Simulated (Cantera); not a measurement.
Input (Python, Cantera):

```python
import numpy as np
import cantera as ct

gas = ct.Solution("gri30.yaml")
gas.TPX = 1475, 101325, {'CO': 0.018, 'O2': 0.051, 'H2O': 0.00029, 'N2': 1}
reactor = ct.IdealGasConstPressureReactor(gas, energy="off", clone=False)
net = ct.ReactorNet([reactor])
net.rtol, net.atol = 1e-08, 1e-18
show = ['CO', 'O2', 'H2O', 'H2O2', 'H2', 'NO', 'CO2']
times = np.geomspace(0.0002, 50, 11)

steps = ct.SolutionArray(gas, extra=["t"])
rows = []
print(f"{'t/s':>10s}{'T/K':>9s}{'P/Pa':>11s}" + "".join(f"{s:>11s}" for s in show))
for t in times:
    while net.time < t:
        t_next = net.step()
        steps.append(gas.state, t=t_next)
    rows.append([np.interp(t, steps.t, y) for y in (steps.T, steps.P, *steps(*show).X.T)])
    print(f"{t:10.3e}{rows[-1][0]:9.1f}{rows[-1][1]:11.4g}" + "".join(f"{x:11.3e}" for x in rows[-1][2:]))
rate = np.gradient(steps.T, steps.t)
print("integrator steps:", len(steps.t))
if steps.T.max() > steps.T[0] + 200:
    print(f"time of steepest temperature rise: {steps.t[rate.argmax()]:.4e} s")
gas.TPX = 1475, 101325, {'CO': 0.018, 'O2': 0.051, 'H2O': 0.00029, 'N2': 1}
gas.equilibrate("TP")
print(f"equilibrium (TP): T = {gas.T:.1f} K  " + "  ".join(f"{s} {gas[s].X[0]:.3e}" for s in show))
```

Output:

```
       t/s      T/K       P/Pa         CO         O2        H2O       H2O2         H2         NO        CO2
 2.000e-04   1475.0  1.013e+05  1.683e-02  4.769e-02  2.712e-04  3.887e-14  2.863e-11  3.045e-13  3.124e-07
 6.931e-04   1475.0  1.013e+05  1.683e-02  4.769e-02  2.711e-04  1.260e-12  1.464e-09  5.614e-12  2.591e-06
 2.402e-03   1475.0  1.013e+05  1.610e-02  4.706e-02  2.452e-04  2.362e-09  1.166e-06  8.083e-09  7.353e-04
 8.326e-03   1475.0  1.013e+05  3.266e-03  4.045e-02  2.002e-04  8.343e-09  3.833e-06  6.147e-06  1.367e-02
 2.885e-02   1475.0  1.013e+05  2.811e-04  3.967e-02  2.574e-04  1.595e-09  4.397e-07  1.012e-05  1.669e-02
 1.000e-01   1475.0  1.013e+05  2.189e-05  3.961e-02  2.686e-04  1.925e-10  4.249e-08  1.105e-05  1.695e-02
 3.466e-01   1475.0  1.013e+05  1.685e-06  3.961e-02  2.717e-04  2.809e-11  5.550e-09  1.120e-05  1.697e-02
 1.201e+00   1475.0  1.013e+05  3.173e-07  3.961e-02  2.724e-04  1.028e-11  1.940e-09  1.124e-05  1.698e-02
 4.163e+00   1475.0  1.013e+05  2.850e-07  3.961e-02  2.724e-04  9.784e-12  1.842e-09  1.127e-05  1.698e-02
 1.443e+01   1475.0  1.013e+05  2.850e-07  3.961e-02  2.724e-04  9.783e-12  1.842e-09  1.137e-05  1.698e-02
 5.000e+01   1475.0  1.013e+05  2.850e-07  3.961e-02  2.724e-04  9.784e-12  1.842e-09  1.172e-05  1.698e-02
integrator steps: 1638
equilibrium (TP): T = 1475.0 K  CO 2.860e-07  O2 3.935e-02  H2O 2.724e-04  H2O2 9.758e-12  H2 1.849e-09  NO 5.142e-04  CO2 1.698e-02
```

Detailed kinetics in Cantera: GRI-Mech 3.0 (53 species, 325 reactions).
